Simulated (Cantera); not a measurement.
An isothermal, constant-pressure homogeneous reactor starts with CO : O₂ : H₂O : N₂ = 0.0012 : 0.0022 : 0.00066 : 1 (molar parts), equivalence ratio 0.27, at 1475 K and 0.276 atm. Integrator tolerance rtol = 1e-08.

Model: GRI-Mech 3.0 (53 species, 325 reactions), integrated in Cantera.

Question: What does this change do: 0.0027 parts CH4 added?

Answer: 
| quantity | before | after |
|---|---|---|
| x(CO) at 4.00 s | 8.97e-7 (gas-phase equilibrium 1.94e-7) | 0.00254 (gas-phase equilibrium 0.00330) |
| x(O₂) at 4.00 s | 0.00159 (gas-phase equilibrium 0.00154) | 1.36e-9 (gas-phase equilibrium 1.16e-12) |
| x(H₂O) at 4.00 s | 0.000655 (gas-phase equilibrium 0.000657) | 0.00258 (gas-phase equilibrium 0.00178) |
| x(OH) at 4.00 s | 4.29e-6 (gas-phase equilibrium 2.05e-6) | 3.30e-8 (gas-phase equilibrium 1.77e-8) |
| x(HO₂) at 4.00 s | 1.36e-9 (gas-phase equilibrium 2.39e-10) | <1e-12 (gas-phase equilibrium <1e-12) |
| x(NO₂) at 4.00 s | 6.82e-10 (gas-phase equilibrium 2.74e-8) | <1e-12 (gas-phase equilibrium <1e-12) |
| x(NO) at 4.00 s | 1.21e-6 (gas-phase equilibrium 0.000105) | 3.57e-7 (gas-phase equilibrium 2.86e-9) |

Question: What does this change do: pressure from 0.276 atm to 4.93 atm?

Answer: 
```csv
quantity,before,after
x(CO) at 4.00 s,8.97e-7 (gas-phase equilibrium 1.94e-7),4.51e-8 (gas-phase equilibrium 4.58e-8)
x(O₂) at 4.00 s,0.00159 (gas-phase equilibrium 0.00154),0.00159 (gas-phase equilibrium 0.00154)
x(H₂O) at 4.00 s,0.000655 (gas-phase equilibrium 0.000657),0.000657 (gas-phase equilibrium 0.000657)
x(OH) at 4.00 s,4.29e-6 (gas-phase equilibrium 2.05e-6),1.01e-6 (gas-phase equilibrium 9.98e-7)
x(HO₂) at 4.00 s,1.36e-9 (gas-phase equilibrium 2.39e-10),5.04e-10 (gas-phase equilibrium 4.92e-10)
x(NO₂) at 4.00 s,6.82e-10 (gas-phase equilibrium 2.74e-8),1.07e-9 (gas-phase equilibrium 1.16e-7)
x(NO) at 4.00 s,1.21e-6 (gas-phase equilibrium 0.000105),9.57e-7 (gas-phase equilibrium 0.000105)
```

Question: What does this change do: 0.08 parts H2 added?

Answer: 
| quantity | before | after |
|---|---|---|
| x(CO) at 4.00 s | 8.97e-7 (gas-phase equilibrium 1.94e-7) | 0.00108 (gas-phase equilibrium 0.00108) |
| x(O₂) at 4.00 s | 0.00159 (gas-phase equilibrium 0.00154) | <1e-12 (gas-phase equilibrium <1e-12) |
| x(H₂O) at 4.00 s | 0.000655 (gas-phase equilibrium 0.000657) | 0.00465 (gas-phase equilibrium 0.00465) |
| x(OH) at 4.00 s | 4.29e-6 (gas-phase equilibrium 2.05e-6) | 5.41e-8 (gas-phase equilibrium 1.14e-8) |
| x(HO₂) at 4.00 s | 1.36e-9 (gas-phase equilibrium 2.39e-10) | <1e-12 (gas-phase equilibrium <1e-12) |
| x(NO₂) at 4.00 s | 6.82e-10 (gas-phase equilibrium 2.74e-8) | <1e-12 (gas-phase equilibrium <1e-12) |
| x(NO) at 4.00 s | 1.21e-6 (gas-phase equilibrium 0.000105) | 5.76e-10 (gas-phase equilibrium 4.37e-10) |
